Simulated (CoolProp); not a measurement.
Vapour-liquid equilibrium of propylene (1) + R134a (2) at 0.371 MPa; x and y are mole fractions of (1).

Values from CoolProp's multi-fluid Helmholtz-energy mixture model, Lemmon 2013 and Tillner-Roth 1994; pair parameters Bell 2016.

Problem. Give the bubble temperature and the first vapour's composition at x = 0.05, 0.55, 0.85. Is there an azeotrope?

Solution. x = 0.05: 275.3 K, y = 0.176; x = 0.55: 259.0 K, y = 0.701; x = 0.85: 257.6 K, y = 0.844. y crosses x between x = 0.75 and 0.85: the model has an azeotrope there.

The pair parameters rest on a limited set of measurements; away from them the model extrapolates.
